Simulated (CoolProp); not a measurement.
CF4 (R14) along the isobar 2710 kPa: fugacity coefficient from the reference equation and from simpler models built on Tc = 227.4 K, pc = 3762 kPa, ω = 0.178; each cubic takes its own stable root.

The numbers come from the reference Helmholtz-energy equation of state, Platzer 1990 in CoolProp. This equation is an older, rougher fit; its heat capacities, sound speeds and derivatives of the liquid may be far off and weren't checked against measurements.

```json
[
 {"T (K)": "153.4", "phase": "liquid", "reference": "0.06876", "van der Waals": "[?]", "Soave-Redlich-Kwong": "0.06917", "Peng-Robinson": "0.06821"},
 {"T (K)": "168", "phase": "liquid", "reference": "0.1480", "van der Waals": "0.3424", "Soave-Redlich-Kwong": "0.1499", "Peng-Robinson": "0.1464"},
 {"T (K)": "182.5", "phase": "liquid", "reference": "0.2707", "van der Waals": "0.4702", "Soave-Redlich-Kwong": "0.2753", "Peng-Robinson": "0.2674"},
 {"T (K)": "197.1", "phase": "liquid", "reference": "0.4395", "van der Waals": "[?]", "Soave-Redlich-Kwong": "0.4471", "Peng-Robinson": "0.4335"},
 {"T (K)": "211.7", "phase": "liquid", "reference": "0.6446", "van der Waals": "0.7424", "Soave-Redlich-Kwong": "0.6519", "Peng-Robinson": "0.6322"},
 {"T (K)": "226.3", "phase": "gas", "reference": "0.7586", "van der Waals": "0.7840", "Soave-Redlich-Kwong": "0.7584", "Peng-Robinson": "0.7387"},
 {"T (K)": "240.9", "phase": "gas", "reference": "0.8037", "van der Waals": "0.8160", "Soave-Redlich-Kwong": "0.8046", "Peng-Robinson": "0.7850"},
 {"T (K)": "255.5", "phase": "gas", "reference": "[?]", "van der Waals": "0.8418", "Soave-Redlich-Kwong": "0.8405", "Peng-Robinson": "0.8212"},
 {"T (K)": "270", "phase": "gas", "reference": "0.8654", "van der Waals": "0.8627", "Soave-Redlich-Kwong": "0.8690", "Peng-Robinson": "0.8503"},
 {"T (K)": "284.6", "phase": "gas", "reference": "[?]", "van der Waals": "0.8804", "Soave-Redlich-Kwong": "0.8923", "Peng-Robinson": "0.8742"},
 {"T (K)": "299.2", "phase": "gas", "reference": "0.9061", "van der Waals": "0.8952", "Soave-Redlich-Kwong": "[?]", "Peng-Robinson": "0.8941"}
]
```

Complete the blanks.


- 153.4, van der Waals: 0.2318
- 197.1, van der Waals: 0.6107
- 255.5, reference: 0.8382
- 284.6, reference: 0.8877
- 299.2, Soave-Redlich-Kwong: 0.9115

At some of these states van der Waals gives the other phase, because its saturation line lies elsewhere.
